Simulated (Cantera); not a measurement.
A Cantera script and its output.

```python
import numpy as np
import cantera as ct

gas = ct.Solution("h2o2.yaml")
gas.TPX = 323, 12000, {'H2': 1, 'O2': 0.312, 'N2': 1.17}
flame = ct.FreeFlame(gas, width=0.18)
flame.set_refine_criteria(ratio=3, slope=0.08, curve=0.16)
flame.transport_model = "mixture-averaged"
flame.solve(loglevel=0, auto=True)
z, T = flame.grid, flame.T
thick = (T[-1] - T[0]) / np.gradient(T, z).max()
show = ['H2', 'O2', 'OH', 'HO2', 'O', 'H']
print(f"laminar burning velocity  {flame.velocity[0] * 100:.3f} cm/s")
print(f"burnt temperature         {T[-1]:.1f} K")
print(f"thermal thickness         {thick * 1e3:.4f} mm")
print(f"grid points               {len(z)}")
z0 = z[flame.heat_release_rate.argmax()]
print(f"{'z/mm':>9s}{'T/K':>9s}{'u/(m/s)':>9s}" + "".join(f"{s:>11s}" for s in show))
rows = []
for k in (-3, -2, -1.5, -1, -0.5, -0.25, 0, 0.25, 0.5, 1, 2, 4, 8):
    zz = z0 + k * thick
    rows.append([k * thick, np.interp(zz, z, T), np.interp(zz, z, flame.velocity),
                 *(np.interp(zz, z, flame.X[gas.species_index(s)]) for s in show)])
    print(f"{rows[-1][0] * 1e3:9.3f}{rows[-1][1]:9.1f}{rows[-1][2]:9.3f}" + "".join(f"{x:11.3e}" for x in rows[-1][3:]))
```

Output:

```
laminar burning velocity  267.627 cm/s
burnt temperature         2199.4 K
thermal thickness         5.8978 mm
grid points               145
     z/mm      T/K  u/(m/s)         H2         O2         OH        HO2          O          H
  -17.693    323.0    2.676  4.029e-01  1.257e-01  4.557e-20  1.516e-16  2.156e-17  2.209e-20
  -11.796    323.0    2.676  4.029e-01  1.257e-01  5.492e-18  1.216e-14  2.596e-15  2.774e-18
   -8.847    323.0    2.676  4.029e-01  1.257e-01  1.709e-16  5.642e-13  7.887e-14  1.030e-16
   -5.898    323.0    2.676  4.029e-01  1.257e-01  2.298e-13  4.407e-10  2.113e-11  7.601e-13
   -2.949    326.2    2.699  4.020e-01  1.259e-01  3.736e-06  2.872e-05  4.000e-07  4.777e-06
   -1.474    562.9    4.560  3.716e-01  1.208e-01  6.708e-04  5.377e-05  1.099e-04  7.617e-03
    0.000   1021.4    8.013  2.419e-01  7.836e-02  1.608e-03  1.372e-05  3.978e-03  6.688e-02
    1.474   1294.7   10.069  1.311e-01  1.451e-02  3.873e-03  2.374e-06  5.369e-03  1.118e-01
    2.949   1398.1   10.808  1.195e-01  4.870e-03  4.706e-03  7.288e-07  4.158e-03  1.101e-01
    5.898   1509.3   11.581  1.259e-01  3.588e-03  5.759e-03  4.714e-07  3.817e-03  9.667e-02
   11.796   1634.9   12.431  1.344e-01  2.868e-03  6.686e-03  3.353e-07  3.278e-03  8.036e-02
   23.591   1766.4   13.295  1.426e-01  2.048e-03  7.136e-03  2.224e-07  2.487e-03  6.344e-02
   47.183   1893.6   14.110  1.500e-01  1.275e-03  6.846e-03  1.386e-07  1.622e-03  4.720e-02
```

Computed with Cantera and the H2/O2 subset of GRI-Mech 3.0, which has no nitrogen chemistry. Burning velocities carry a grid error of a few per cent, more on coarse grids.
